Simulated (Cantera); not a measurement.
A closed system holds: 1 mol Fe3O4, 2.6 mol HCl, 0.35 mol H2, held at 1573.15 K and 3.60 bar.

These are equilibrium values from Cantera (NASA tables, ideal gas, pure condensed phases), not measurements of a reactor. Candidate condensed phases: Fe, FeCl2, FeCl3, FeO, Fe(OH)2, Fe(OH)3, Fe2O3, Fe3O4, H2O; 22 gas species. Mutual solubility and eutectic melting of coexisting phases are not modelled. The tables' stoichiometric FeO is somewhat more stable than real wüstite, so its field is too wide. FeO: taken at fixed stoichiometry. The numbers say what is thermodynamically allowed, not how fast it happens.

Base state: HCl 0.436, H2O 0.338, FeCl2 0.214, H2 0.00578, Fe2Cl4 0.00387, FeCl3 0.00181, Cl 9.79e-5, Fe(OH)2 1.02e-5 (mole fractions); condensed: FeO(s) + Fe3O4(s).

Question: What changes in the equilibrium state with this change: pressure from 3.60 bar to 1.00 bar?

Answer: 
```csv
species,before,after
HCl,0.436,0.439
H2O,0.338,0.335
FeCl2,0.214,0.218
Fe2Cl4,0.00387,0.00112
Cl,9.79e-5,0.000187
FeCl3,0.00181,0.000981
H2,0.00578,0.00573
"FeO(s), mol",0.351,0.352
"Fe3O4(s), mol",0.664,0.665
```

Question: What changes in the equilibrium state with this change: pressure from 3.60 bar to 2.50 bar?

Answer: 
```json
[
 {"species": "HCl", "before": "0.436", "after": "0.437"},
 {"species": "H2O", "before": "0.338", "after": "0.337"},
 {"species": "FeCl2", "before": "0.214", "after": "0.216"},
 {"species": "Fe2Cl4", "before": "0.00387", "after": "0.00273"},
 {"species": "Cl", "before": "9.79e-5", "after": "0.000118"},
 {"species": "FeCl3", "before": "0.00181", "after": "0.00152"},
 {"species": "H2", "before": "0.00578", "after": "0.00576"},
 {"species": "FeO(s), mol", "before": "0.351", "after": "0.351"},
 {"species": "Fe3O4(s), mol", "before": "0.664", "after": "0.665"}
]
```
